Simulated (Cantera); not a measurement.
## Hydrocarbon pyrolysis for carbon deposition

A perfectly stirred reactor is fed with CH₄ : N₂ = 1 : 17 (molar parts), at 1430 Torr; it is held at 1698 K, and followed from long to short residence time.

Detailed kinetics in Cantera: GRI-Mech 3.0 (53 species, 325 reactions). GRI-Mech 3.0 stops at C3 and has no aromatics, soot or wall deposition, so with more carbon than oxygen in the feed, carbon stays in small species such as C2H2 where larger ones or solid carbon would form.

```csv
τ (s),x CH₄,x H,x HCN,x CH₂,x C₂H₄,x H₂
2.4,0.00362,2.77e-5,3.24e-6,1.05e-8,0.000174,0.0736
0.91,0.00572,2.65e-5,1.91e-6,1.64e-8,0.000170,0.0706
0.35,0.00897,2.47e-5,1.14e-6,2.54e-8,0.000175,0.0659
0.13,0.0140,2.21e-5,6.44e-7,3.92e-8,0.000207,0.0587
0.051,0.0206,1.89e-5,3.49e-7,5.80e-8,0.000306,0.0491
0.020,0.0286,1.51e-5,1.71e-7,8.34e-8,0.000532,0.0374
0.0075,0.0373,1.09e-5,6.95e-8,1.17e-7,0.000945,0.0245
0.0029,0.0447,6.96e-6,2.33e-8,1.50e-7,0.00133,0.0135
0.0011,0.0505,3.51e-6,4.87e-9,1.55e-7,0.00112,0.00533
0.00042,0.0540,1.33e-6,5.14e-10,9.94e-8,0.000383,0.00134
0.00016,0.0551,5.34e-7,4.42e-11,3.68e-8,5.56e-5,0.000266
```
x: mole fraction; the columns are a selection and need not sum to one.
